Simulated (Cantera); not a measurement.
A Cantera script and what it prints.

```python
import numpy as np
import cantera as ct

gas_names = [...]  # 109 gases of nasa_gas.yaml made of C, Cl, H, Si
cond_names = """
    C(gr) C6H6(L) C7H8(L) C8H18(L),n-octa Si(cr) Si(L) SiC(b)
""".split()


# ... load() reads the species with a 1 bar reference pressure and builds the phases ...
atoms = {
    'SiHCl3': {'Si': 1, 'H': 1, 'CL': 3},
    'C2H4': {'C': 2, 'H': 4},
    'H2': {'H': 2},
    'C3H8': {'C': 3, 'H': 8},
}
top_T = {'C(gr)': 4500, 'SiC(b)': 3050}  # K; cautious upper limits of use, not melting points


# ... equilibrate(T, P, feed) seeds the gas with the atoms and calls Mixture.equilibrate('TP', solver="vcs", rtol=1e-11, max_steps=5000) ...
results = []
feed = {'SiHCl3': 1, 'C2H4': 0.27, 'H2': 72, 'C3H8': 0.11}  # mol
T = 1400  # K
P = 1700  # Pa
mix = equilibrate(T, P, feed)
results.append((T, P, feed, dict(zip(mix.species_names, mix.species_moles))))
print(gas.report(threshold=0.001))
for i in range(1, mix.n_phases):
    print(f"{mix.phase(i).name:16s} {mix.phase_moles(i):12.5e} mol")
```

Output:

```
       temperature   1400 K
          pressure   1700 Pa
           density   0.00050281 kg/m^3
  mean mol. weight   3.4428 kg/kmol
   phase of matter   gas

                          1 kg             1 kmol
                     ---------------   ---------------
          enthalpy        8.5802e+06         2.954e+07  J
   internal energy        5.1992e+06          1.79e+07  J
           entropy             62271        2.1439e+05  J/K
    Gibbs function       -7.8599e+07        -2.706e+08  J
 heat capacity c_p            9311.5             32058  J/K
 heat capacity c_v            6896.5             23743  J/K

                      mass frac. Y      mole frac. X     chem. pot. / RT
                     ---------------   ---------------   ---------------
               HCL           0.38636          0.036485           -40.514
                H2           0.56316           0.96174           -22.518
             SiCL2          0.048287         0.0016795           -63.815
     [ +106 minor]         0.0021896        9.3641e-05

C(gr)             0.00000e+00 mol
Si(cr)            0.00000e+00 mol
SiC(b)            8.69941e-01 mol
```

These are equilibrium values from Cantera (NASA tables, ideal gas, pure condensed phases), not measurements of a reactor. The tables' values for SiCl3 are old estimates; treat these amounts as uncertain.
